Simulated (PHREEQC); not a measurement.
Solution (20 °C): 0.086 mmol/kgw Ca(HCO3)2, 0.11 mmol/kgw CO2 and 0.12 mmol/kgw NaCl. Closed to the air; pH follows from the charge balance.

The numbers come from PHREEQC with the Pitzer model, pitzer.dat.

Each row changes one thing in this solution. This is a speciation only: nothing precipitates in the calculation.

```csv
case,pH,ionic strength (mol/kgw),HCO3- (mol/kgw),CO2 (mol/kgw),CO3-2 (mol/kgw),SI of Nahcolite (NaHCO3),SI of Halite (NaCl)
as made,6.56,0.000378,0.000172,0.000110,2.75e-8,-7.35,-9.43
Ca(HCO3)2 left out,5.18,0.000127,6.71e-6,0.000103,4.34e-11,-8.75,-9.42
Ca(HCO3)2 from 8.6e-05 to 7.74e-05 mol/kgw,6.51,0.000353,0.000155,0.000110,2.23e-8,(withheld),-9.43
NaCl from 0.00012 to 0.000132 mol/kgw,6.56,0.000390,0.000172,0.000110,2.75e-8,-7.31,-9.35
CO2 from 0.00011 to 0.0011 mol/kgw,5.57,(withheld),0.000175,0.00110,2.83e-9,(withheld),-9.43
temperature from 20 to 30 °C,6.50,0.000378,0.000172,0.000110,2.97e-8,-7.26,-9.45
diluted 5-fold with water,6.57,7.59e-5,3.46e-5,2.18e-5,5.45e-9,-8.73,-10.82
```

**Question.** Complete the blanks.

**Answer.** 
- Ca(HCO3)2 from 8.6e-05 to 7.74e-05 mol/kgw, SI of Nahcolite (NaHCO3): -7.39
- CO2 from 0.00011 to 0.0011 mol/kgw, ionic strength (mol/kgw): 0.000381
- CO2 from 0.00011 to 0.0011 mol/kgw, SI of Nahcolite (NaHCO3): -7.34

Species that the database lacks are ignored.
